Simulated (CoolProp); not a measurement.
Saturation properties of decamethylcyclopentasiloxane (D5).

Values from CoolProp's reference Helmholtz-energy equation of state, Thol 2019.

```tsv
T (K)	p (bar)	vapour density (kg/m³)	enthalpy of vaporisation (kJ/kg)	liquid cp (kJ/(kg K))	surface tension (mN/m)
486.8	1.079	10.93	109.0	2.005	5.43
490.8	1.182	11.97	107.5	2.013	5.21
494.8	1.292	13.08	106.0	2.021	4.99
498.7	1.407	14.24	104.6	2.029	4.78
502.7	1.533	15.53	103.1	2.038	4.57
506.7	1.667	16.91	101.5	2.046	4.35
510.6	1.807	18.35	99.97	2.055	4.15
514.6	1.959	19.94	98.37	2.064	3.94
518.5	2.117	21.60	96.78	2.073	3.75
522.5	2.288	23.43	95.12	2.083	3.55
526.5	2.470	25.39	93.42	2.093	3.35
530.4	2.658	27.44	91.74	2.103	3.16
534.4	2.861	29.71	89.96	2.113	2.97
538.3	3.071	32.08	88.19	2.124	2.78
542.3	3.298	34.69	86.33	2.136	2.60
```

It boils at 484.1 K under 1 atm.

Surface tension comes from a separate correlation (Mulero 2014), older than this fluid's equation and unchecked against measurements.
